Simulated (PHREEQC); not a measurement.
Make-up at 60 °C: 31 mmol/kgw HBr and 18 mmol/kgw FeCl3. Closed to the air; pH follows from the charge balance.

Equilibrium calculation in PHREEQC: ion-association model, phreeqc.dat.

Problem. The ionic strength comes out as 0.110 mol/kgw. What activity coefficients do FeOH+2, FeCl2+, Fe(OH)2+, Fe+3, H+ get?

Solution. FeOH+2 0.34, FeCl2+ 0.77, Fe(OH)2+ 0.77, Fe+3 0.15, H+ 0.81.

Precipitation was switched off in this run. Examples of supersaturated solids here: Hematite (slow to form), Goethite (slow to form). Others may be too. Complexes and solids missing from the database can't appear. At this temperature some constants are extrapolated from 25 °C, and those without enthalpy data are left unchanged.
